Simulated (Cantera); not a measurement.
## Reactions in the system N-O-Ti

Cantera with NASA thermochemical tables; ideal gases at 1 bar, condensed phases pure. Values are per mole of reaction as written; species without (g) are pure solids or liquids, kept so even where they would boil at 1 bar.

Ti2O3 + 2 NO(g) = N2O(g) + 2 TiO2

```json
[
 {"T (K)": "2273", "ΔH° (kJ)": "-453.6", "ΔS° (J/K)": "-183.9", "ΔG° (kJ)": "-35.7", "log10 K": "0.82"},
 {"T (K)": "2323", "ΔH° (kJ)": "-452.0", "ΔS° (J/K)": "-183.2", "ΔG° (kJ)": "-26.5", "log10 K": "0.60"},
 {"T (K)": "2373", "ΔH° (kJ)": "-450.4", "ΔS° (J/K)": "-182.5", "ΔG° (kJ)": "-17.4", "log10 K": "0.38"},
 {"T (K)": "2423", "ΔH° (kJ)": "-448.8", "ΔS° (J/K)": "-181.8", "ΔG° (kJ)": "-8.3", "log10 K": "0.18"},
 {"T (K)": "2473", "ΔH° (kJ)": "-447.2", "ΔS° (J/K)": "-181.2", "ΔG° (kJ)": "0.8", "log10 K": "-0.02"}
]
```

3 Ti4O7 + N2(g) = 4 Ti3O5 + N2O(g)

```json
[
 {"T (K)": "2273", "ΔH° (kJ)": "531.1", "ΔS° (J/K)": "50.9", "ΔG° (kJ)": "415.5", "log10 K": "-9.55"},
 {"T (K)": "2323", "ΔH° (kJ)": "530.7", "ΔS° (J/K)": "50.7", "ΔG° (kJ)": "413.0", "log10 K": "-9.29"},
 {"T (K)": "2373", "ΔH° (kJ)": "530.4", "ΔS° (J/K)": "50.5", "ΔG° (kJ)": "410.4", "log10 K": "-9.03"},
 {"T (K)": "2423", "ΔH° (kJ)": "530.0", "ΔS° (J/K)": "50.4", "ΔG° (kJ)": "407.9", "log10 K": "-8.79"},
 {"T (K)": "2473", "ΔH° (kJ)": "529.6", "ΔS° (J/K)": "50.2", "ΔG° (kJ)": "405.4", "log10 K": "-8.56"}
]
```

2 NO(g) + 2 Ti3O5 = 6 TiO2 + N2(g)

```json
[
 {"T (K)": "2273", "ΔH° (kJ)": "-950.6", "ΔS° (J/K)": "-257.2", "ΔG° (kJ)": "-366.0", "log10 K": "8.41"},
 {"T (K)": "2323", "ΔH° (kJ)": "-949.2", "ΔS° (J/K)": "-256.6", "ΔG° (kJ)": "-353.1", "log10 K": "7.94"},
 {"T (K)": "2373", "ΔH° (kJ)": "-947.7", "ΔS° (J/K)": "-256.0", "ΔG° (kJ)": "-340.3", "log10 K": "7.49"},
 {"T (K)": "2423", "ΔH° (kJ)": "-946.3", "ΔS° (J/K)": "-255.4", "ΔG° (kJ)": "-327.5", "log10 K": "7.06"},
 {"T (K)": "2473", "ΔH° (kJ)": "-944.8", "ΔS° (J/K)": "-254.8", "ΔG° (kJ)": "-314.8", "log10 K": "6.65"}
]
```
